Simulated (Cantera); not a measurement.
Mixture: H₂ : O₂ : N₂ : H₂O = 1 : 1.16 : 4.65 : 0.15 (molar parts), equivalence ratio 0.43, at 0.460 bar, adiabatic and at constant pressure. Ignition delay is the time to a rise of 400 K.

Cantera simulation using the H2/O2 subset of GRI-Mech 3.0, which has no nitrogen chemistry; the numbers are that mechanism's predictions, not measurements. Where the delays flatten at high temperature, the 400 K rule measures the pace of heat release, not the induction time.

Task: What does this change do: pressure from 0.460 bar to 4.60 bar?

Result: 
| quantity | before | after |
|---|---|---|
| delay at 1175 K | 0.156 ms | 36.6 µs |
| delay at 1275 K | 0.118 ms | 11.0 µs |
| delay at 1375 K | 0.106 ms | 6.33 µs |
| delay at 1475 K | 0.107 ms | 4.46 µs |
| delay at 1575 K | 0.117 ms | 3.54 µs |
| delay at 1675 K | 0.132 ms | 3.09 µs |
| delay at 1775 K | 0.153 ms | 2.90 µs |
The hydrogen kinetics of GRI-Mech 3.0 are dated; newer H2 mechanisms differ, most at raised pressure.
